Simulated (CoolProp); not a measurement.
A Linde-Hampson liquefier for normal hydrogen: isothermal reversible compression at 290 K from 1 atm to 30 MPa, throttling to 1 atm, return gas leaving the recuperator 5 K below the feed. Each further row changes one setting.

Computed with CoolProp (reference Helmholtz-energy equation of state, Leachman 2009).

```json
[
 {"case": "as stated", "compression work (kJ/kg of gas)": "7030"},
 {"case": "high pressure 60 MPa", "compression work (kJ/kg of gas)": "8090"},
 {"case": "warm-end temperature 320 K", "compression work (kJ/kg of gas)": "7740"},
 {"case": "warm-end gap 10 K", "compression work (kJ/kg of gas)": "7030"}
]
```
